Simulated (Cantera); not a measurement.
What does this Cantera script print?

```python
import numpy as np
import cantera as ct

gas_names = """
    H HNO HNO2 HNO3 HO2 H2 H2O H2O2 N NH NH2 NH3 NH2OH NO NO2 NO3 N2 N2H2 N2H4 N2O O OH O2 O3 Si SiH
    SiH2 SiH3 SiH4 SiN SiO SiO2 Si2 Si2N Si3
""".split()
cond_names = """
    H2O(s) H2O(L) Si(cr) Si(L) SiO2(Lqz) SiO2(hqz) SiO2(L) Si2N2O(s) Si3N4(a)
""".split()


# ... load() reads the species with a 1 bar reference pressure and builds the phases ...
atoms = {
    'Si3N4': {'Si': 3, 'N': 4},
    'H2O': {'H': 2, 'O': 1},
    'H2': {'H': 2},
}
top_T = {'Si2N2O(s)': 2100, 'Si3N4(a)': 2400}  # K; cautious upper limits of use, not melting points


# ... equilibrate(T, P, feed) seeds the gas with the atoms and calls Mixture.equilibrate('TP', solver="vcs", rtol=1e-11, max_steps=5000) ...
results = []
T = 1673  # K
P = 23000  # Pa
for m in [0.024, 0.049, 0.1, 0.21, 0.44, 0.92, 1.9]:
    feed = {'Si3N4': 1, 'H2O': m, 'H2': 5.2}  # mol
    mix = equilibrate(T, P, feed)
    results.append((T, P, feed, dict(zip(mix.species_names, mix.species_moles))))
    x = sorted(zip(gas.X, gas.species_names), reverse=True)
    print(f"T = {T:g} K  P = {P:g} Pa  n(H2O) = {m:g} mol  gas = {mix.phase_moles(0):.4g} mol")
    print("   x: " + "  ".join(f"{s} {v:.3e}" for v, s in x if v > 0.001))
    print("   condensed (mol): " + ("  ".join(f"{mix.phase(i).name} {mix.phase_moles(i):.4g}"
          for i in range(1, mix.n_phases) if mix.phase_moles(i) > 1e-12) or "none"))
```

Output:

```
T = 1673 K  P = 23000 Pa  n(H2O) = 0.024 mol  gas = 5.248 mol
   x: H2 9.953e-01  N2 4.327e-03
   condensed (mol): Si(cr) 0.02157  Si2N2O(s) 0.02315  Si3N4(a) 0.9771
T = 1673 K  P = 23000 Pa  n(H2O) = 0.049 mol  gas = 5.273 mol
   x: H2 9.953e-01  N2 4.327e-03
   condensed (mol): Si(cr) 0.009229  Si2N2O(s) 0.04815  Si3N4(a) 0.9645
T = 1673 K  P = 23000 Pa  n(H2O) = 0.1 mol  gas = 5.335 mol
   x: H2 9.933e-01  N2 6.303e-03
   condensed (mol): Si2N2O(s) 0.09924  Si3N4(a) 0.9336
T = 1673 K  P = 23000 Pa  n(H2O) = 0.21 mol  gas = 5.481 mol
   x: H2 9.868e-01  N2 1.281e-02
   condensed (mol): Si2N2O(s) 0.2094  Si3N4(a) 0.8602
T = 1673 K  P = 23000 Pa  n(H2O) = 0.44 mol  gas = 5.788 mol
   x: H2 9.743e-01  N2 2.537e-02
   condensed (mol): Si2N2O(s) 0.4395  Si3N4(a) 0.7068
T = 1673 K  P = 23000 Pa  n(H2O) = 0.92 mol  gas = 6.428 mol
   x: H2 9.520e-01  N2 4.773e-02
   condensed (mol): Si2N2O(s) 0.9195  Si3N4(a) 0.3868
T = 1673 K  P = 23000 Pa  n(H2O) = 1.9 mol  gas = 7.757 mol
   x: H2 9.149e-01  N2 8.232e-02  SiO 2.288e-03
   condensed (mol): SiO2(hqz) 0.2594  Si2N2O(s) 1.361
```

These are equilibrium values from Cantera (NASA tables, ideal gas, pure condensed phases), not measurements of a reactor. Mutual solubility and eutectic melting of coexisting phases are not modelled. The tables hold silica as quartz up to 1696 K and as liquid above; real silica turns to tridymite and cristobalite and melts near 1996 K. Gases not in the tables: Si2H6 and higher silanes.
